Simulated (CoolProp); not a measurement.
Vapour-liquid equilibrium of benzene (1) + cyclohexane (2) at 430.8 K; x and y are mole fractions of (1).

Computed with CoolProp (multi-fluid Helmholtz-energy mixture model, Thol 2012 and Zhou 2014; pair parameters Bell 2016).

```tsv
x	bubble pressure, mixture model (kPa)	bubble pressure, Raoult's law (kPa)	y, mixture model	y, Raoult's law
0.05	653.6	644.5	0.063	0.053
0.125	668.1	647.2	0.151	0.131
0.2	680.5	649.9	0.232	0.209
0.275	690.8	652.6	0.308	0.286
0.35	699.1	655.3	0.379	0.362
0.425	705.4	657.9	0.448	0.438
0.5	709.6	660.6	0.515	0.514
0.575	711.8	663.3	0.580	0.588
0.65	712.0	666.0	0.646	0.662
0.725	709.9	668.7	0.713	0.736
0.8	705.4	671.4	0.784	0.809
0.875	698.1	674.1	0.858	0.881
0.95	687.6	676.8	0.940	0.953
```

The largest gap from Raoult's law is +7.4 % in bubble pressure, at x = 0.5. y crosses x between x = 0.575 and 0.65: the model has an azeotrope there.

Pair parameters are fitted to limited data, so mixtures are less certain than the pure fluids.
